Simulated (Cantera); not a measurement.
**Adiabatic ignition**

An adiabatic, constant-pressure homogeneous reactor starts with 5.56 % CH4, 17.6 % O2, 66.2 % N2, 10.6 % H2O, equivalence ratio 0.63, at 1300 K and 3750 Torr.

Detailed kinetics in Cantera: GRI-Mech 3.0 (53 species, 325 reactions).

```json
[
 {"t (s)": "2.00e-6", "T (K)": "1300", "x CH4": "0.0556", "x O2": "0.176", "x H2O": "0.106", "x HO2": "2.66e-8", "x CO2": "<1e-12", "x NO": "<1e-12", "x H": "7.98e-11"},
 {"t (s)": "8.12e-6", "T (K)": "1300", "x CH4": "0.0556", "x O2": "0.176", "x H2O": "0.106", "x HO2": "1.06e-7", "x CO2": "<1e-12", "x NO": "<1e-12", "x H": "1.29e-10"},
 {"t (s)": "3.30e-5", "T (K)": "1300", "x CH4": "0.0556", "x O2": "0.176", "x H2O": "0.106", "x HO2": "4.01e-7", "x CO2": "3.88e-12", "x NO": "<1e-12", "x H": "3.68e-10"},
 {"t (s)": "0.000134", "T (K)": "1300", "x CH4": "0.0556", "x O2": "0.176", "x H2O": "0.106", "x HO2": "1.20e-6", "x CO2": "6.91e-10", "x NO": "<1e-12", "x H": "2.29e-9"},
 {"t (s)": "0.000544", "T (K)": "1301", "x CH4": "0.0555", "x O2": "0.176", "x H2O": "0.106", "x HO2": "2.74e-6", "x CO2": "7.55e-8", "x NO": "<1e-12", "x H": "1.30e-8"},
 {"t (s)": "0.00221", "T (K)": "1319", "x CH4": "0.0522", "x O2": "0.174", "x H2O": "0.109", "x HO2": "2.96e-5", "x CO2": "1.14e-5", "x NO": "<1e-12", "x H": "3.78e-7"},
 {"t (s)": "0.00896", "T (K)": "2358", "x CH4": "<1e-12", "x O2": "0.0632", "x H2O": "0.212", "x HO2": "8.55e-6", "x CO2": "0.0539", "x NO": "0.00204", "x H": "0.000193"},
 {"t (s)": "0.0364", "T (K)": "2349", "x CH4": "<1e-12", "x O2": "0.0609", "x H2O": "0.212", "x HO2": "8.11e-6", "x CO2": "0.0539", "x NO": "0.00679", "x H": "0.000182"},
 {"t (s)": "0.148", "T (K)": "2346", "x CH4": "<1e-12", "x O2": "0.0601", "x H2O": "0.212", "x HO2": "7.96e-6", "x CO2": "0.0539", "x NO": "0.00844", "x H": "0.000179"},
 {"t (s)": "0.600", "T (K)": "2346", "x CH4": "<1e-12", "x O2": "0.0601", "x H2O": "0.212", "x HO2": "7.96e-6", "x CO2": "0.0539", "x NO": "0.00844", "x H": "0.000179"}
]
```
x: mole fraction; the columns are a selection and need not sum to one.

| Property | Result |
|---|---|
| time of steepest temperature rise | 2.72 ms |
| temperature at 0.600 s | 2346 K |
| equilibrium temperature | 2346 K |
| x(CH4) at 0.600 s | <1e-12 (gas-phase equilibrium <1e-12) |
| x(O2) at 0.600 s | 0.0601 (gas-phase equilibrium 0.0601) |
| x(H2O) at 0.600 s | 0.212 (gas-phase equilibrium 0.212) |
